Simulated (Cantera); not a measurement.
What does this Cantera script print?

```python
import numpy as np
import cantera as ct

gas = ct.Solution("h2o2.yaml")


def delay(T, t_max=10):
    gas.TPX = T, 280000, {'H2': 1, 'O2': 0.385, 'N2': 1.45}
    reactor = ct.IdealGasConstPressureReactor(gas, clone=False)
    net = ct.ReactorNet([reactor])
    net.rtol, net.atol = 1e-8, 1e-16
    while net.time < t_max:
        t_old, T_old = net.time, reactor.T
        net.step()
        if reactor.T > T + 400:  # ignition: a rise of 400 K
            return t_old + (T + 400 - T_old) / (reactor.T - T_old) * (net.time - t_old)
    return np.nan


taus = []
for T in [1100, 1200, 1300, 1400, 1500, 1600, 1700, 1800, 1900]:
    taus.append(delay(T))
    print(f"T0 = {T:6g} K   tau = {taus[-1]:.4e} s")
```

Result:

```
T0 =   1100 K   tau = 7.1499e-05 s
T0 =   1200 K   tau = 2.0244e-05 s
T0 =   1300 K   tau = 1.0999e-05 s
T0 =   1400 K   tau = 7.2005e-06 s
T0 =   1500 K   tau = 5.2529e-06 s
T0 =   1600 K   tau = 4.1695e-06 s
T0 =   1700 K   tau = 3.5591e-06 s
T0 =   1800 K   tau = 3.2361e-06 s
T0 =   1900 K   tau = 3.1050e-06 s
```

Model: the H2/O2 subset of GRI-Mech 3.0, which has no nitrogen chemistry, integrated in Cantera. The hydrogen kinetics of GRI-Mech 3.0 are dated; newer H2 mechanisms differ, most at raised pressure. Where the delays flatten at high temperature, the 400 K rule measures the pace of heat release, not the induction time.
